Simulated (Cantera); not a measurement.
## Carbothermic reduction: Fe2O3 + C + CO

Feed: 1 mol Fe2O3, 0.85 mol C, 2.7 mol CO, held at 75.0 Torr.

Equilibrium computed with Cantera from the NASA thermochemical tables; the gas is ideal and each condensed phase is pure. Candidate condensed phases: C, Fe, Fe(CO)5, FeO, Fe2O3, Fe3O4; 15 gas species. Mutual solubility and eutectic melting of coexisting phases are not modelled. The tables' stoichiometric FeO is somewhat more stable than real wüstite, so its field is too wide. FeO: taken at fixed stoichiometry. Condensed phases not in the tables: cementite and carbon dissolved in iron. Equilibrium is a limit: real reactors are often held back by kinetics, nucleation or transport.

| T (K) | x CO | x CO2 | x Fe | x FeO | x O | x O2 | n C(graphite) | n FeO(s) | n Fe(α) | n Fe(γ) | n Fe(δ) | n FeO(l) |
|---|---|---|---|---|---|---|---|---|---|---|---|---|
| 900 | 0.715 | 0.285 | <1e-12 | <1e-12 | <1e-12 | <1e-12 | 0.671 | 2.00 | 0 | 0 | 0 | 0 |
| 1000 | 0.796 | 0.204 | <1e-12 | <1e-12 | <1e-12 | <1e-12 | 0 | 1.43 | 0.575 | 0 | 0 | 0 |
| 1100 | 0.818 | 0.182 | 1.26e-11 | <1e-12 | <1e-12 | <1e-12 | 0 | 1.50 | 0.498 | 0 | 0 | 0 |
| 1200 | 0.832 | 0.168 | 4.96e-10 | <1e-12 | <1e-12 | <1e-12 | 0 | 1.55 | 0 | 0.446 | 0 | 0 |
| 1300 | 0.843 | 0.157 | 1.09e-8 | 5.29e-12 | <1e-12 | <1e-12 | 0 | 1.59 | 0 | 0.407 | 0 | 0 |
| 1400 | 0.853 | 0.147 | 1.53e-7 | 1.44e-10 | 1.60e-12 | <1e-12 | 0 | 1.63 | 0 | 0.373 | 0 | 0 |
| 1500 | 0.861 | 0.139 | 1.50e-6 | 2.50e-9 | 3.21e-11 | 6.27e-12 | 0 | 1.66 | 0 | 0.344 | 0 | 0 |
| 1600 | 0.868 | 0.132 | 1.10e-5 | 3.00e-8 | 4.41e-10 | 9.23e-11 | 0 | 1.68 | 0 | 0.319 | 0 | 0 |
| 1700 | 0.879 | 0.121 | 6.29e-5 | 2.51e-7 | 4.21e-9 | 8.88e-10 | 0 | 0 | 0 | 0 | 0.278 | 1.72 |
| 1800 | 0.893 | 0.106 | 0.000295 | 1.57e-6 | 2.98e-8 | 6.02e-9 | 0 | 0 | 0 | 0 | 0.227 | 1.77 |
x: gas mole fraction; n: condensed amount in mol.

At 900 K the condensed part is C(graphite) + FeO(s). From 1000 K to 1100 K the condensed part is Fe(α) + FeO(s). From 1200 K to 1600 K the condensed part is Fe(γ) + FeO(s). From 1700 K to 1800 K the condensed part is Fe(δ) + FeO(l).
